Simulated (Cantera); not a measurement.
Charge: 1 mol (CH3)2SiCl2, 0.074 mol C2H4, 40 mol H2, held at 0.133 bar.

These are equilibrium values from Cantera (NASA tables, ideal gas, pure condensed phases), not measurements of a reactor. Candidate condensed phases: C, C6H6, C7H8, C8H18, Si, SiC; 109 gas species. The feed counts by its element totals alone. Gases not in the tables: Si2H6 and higher silanes. The numbers say what is thermodynamically allowed, not how fast it happens.

Question: What share of the Si ends up in condensed phases as a function of T (°C), at 1577, 1627, 1677, 1727, 1777, 1827, 1877, 1927, 1977, 2027, 2077, 2127?

Answer: 
| T (°C) | Si condensed (%) | as |
|---|---|---|
| 1577 | 99.2 | SiC(s) |
| 1627 | 99.0 | SiC(s) |
| 1677 | 98.8 | SiC(s) |
| 1727 | 98.6 | SiC(s) |
| 1777 | 98.3 | SiC(s) |
| 1827 | 97.8 | SiC(s) |
| 1877 | 97.1 | SiC(s) |
| 1927 | 95.9 | SiC(s) |
| 1977 | 93.9 | SiC(s) |
| 2027 | 90.4 | SiC(s) |
| 2077 | 84.5 | SiC(s) |
| 2127 | 74.4 | SiC(s) |
